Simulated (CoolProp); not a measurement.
A closed Brayton cycle with carbon dioxide: compressor inlet 325.15 K and 9.4 MPa, high pressure 18.5 MPa, turbine inlet 845 K, compressor efficiency 0.85, turbine efficiency 0.93, recuperator effectiveness 0 (on enthalpy, no pinch check). Each further row changes one setting.

Values from CoolProp's reference Helmholtz-energy equation of state, Span 1996.

```tsv
case	thermal efficiency (%)	net work (kJ/kg)	compressor to turbine work	compressor exit (K)	turbine exit (K)
as stated	10.9	68.1	0.30	375.0	759.1
turbine inlet 795 K	11.0	61.7	0.32	375.0	712.2
compressor inlet 335.15 K	10.6	62.6	0.35	391.8	759.1
high pressure 15.7 MPa	8.4	53.3	0.28	362.8	779.5
recuperator effectiveness 0.5	17.2	68.1	0.30	375.0	759.1
```
